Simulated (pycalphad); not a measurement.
## Freezing of Si-Cu alloys with rising Cu

CALPHAD calculation (pycalphad, COST 507 light-alloy database (1999)), 1 atm. These are 1990s assessments: newer ones move some temperatures and phases. Phase fractions are per mole of atoms.

Scheil-Gulliver runs (no diffusion in the solid, steps of 4 K) beside full equilibrium.

| alloy | liquidus (°C) | Scheil, half solid (°C) | Scheil, 80 % solid (°C) | Scheil, invariant end (°C) | liquid left at that end | equilibrium solidus (°C) |
|---|---|---|---|---|---|---|
| Si-19.73Cu (wt.%) | 1360 | 1295 | 1076 | 801 | 0.14 | 801 |
| Si-28.05Cu (wt.%) | 1328 | 1225 | at the invariant end | 801 | 0.21 | 801 |
| Si-35.55Cu (wt.%) | 1295 | 1154 | at the invariant end | 800 | 0.28 | 801 |
| Si-59.33Cu (wt.%) | 1154 | at the invariant end | at the invariant end | 801 | 0.57 | 801 |
| Si-76.35Cu (wt.%) | 977 | at the invariant end | at the invariant end | 801 | 0.85 | 801 |
